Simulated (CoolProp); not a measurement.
Vapour-liquid equilibrium of carbonyl sulfide (1) + propane (2) at 2230 kPa; x and y are mole fractions of (1).

Computed with CoolProp (multi-fluid Helmholtz-energy mixture model, Lemmon 2006 and Lemmon 2009; pair parameters Bell 2016).

```json
[
 {"x": "0.05", "bubble temperature, mixture model (°C)": "[?]", "bubble temperature, Raoult's law (°C)": "61.8", "y, mixture model": "[?]", "y, Raoult's law": "0.065"},
 {"x": "0.2", "bubble temperature, mixture model (°C)": "59.1", "bubble temperature, Raoult's law (°C)": "59.5", "y, mixture model": "0.231", "y, Raoult's law": "0.248"},
 {"x": "0.35", "bubble temperature, mixture model (°C)": "57.0", "bubble temperature, Raoult's law (°C)": "57.4", "y, mixture model": "[?]", "y, Raoult's law": "0.415"},
 {"x": "0.5", "bubble temperature, mixture model (°C)": "[?]", "bubble temperature, Raoult's law (°C)": "55.3", "y, mixture model": "0.541", "y, Raoult's law": "0.569"},
 {"x": "0.65", "bubble temperature, mixture model (°C)": "53.4", "bubble temperature, Raoult's law (°C)": "53.4", "y, mixture model": "[?]", "y, Raoult's law": "0.711"},
 {"x": "0.8", "bubble temperature, mixture model (°C)": "[?]", "bubble temperature, Raoult's law (°C)": "51.5", "y, mixture model": "[?]", "y, Raoult's law": "0.841"},
 {"x": "0.95", "bubble temperature, mixture model (°C)": "49.8", "bubble temperature, Raoult's law (°C)": "49.7", "y, mixture model": "[?]", "y, Raoult's law": "0.962"}
]
```

### Question
Complete the blanks.

### Answer

- 0.05, bubble temperature, mixture model (°C): 61.6
- 0.05, y, mixture model: 0.061
- 0.35, y, mixture model: 0.390
- 0.5, bubble temperature, mixture model (°C): 55.1
- 0.65, y, mixture model: 0.687
- 0.8, bubble temperature, mixture model (°C): 51.6
- 0.8, y, mixture model: 0.827
- 0.95, y, mixture model: 0.959

The largest gap from Raoult's law is -0.4 K in bubble temperature, at x = 0.2. No azeotrope shows between x = 0.05 and 0.95.

The pair parameters rest on a limited set of measurements; away from them the model extrapolates.
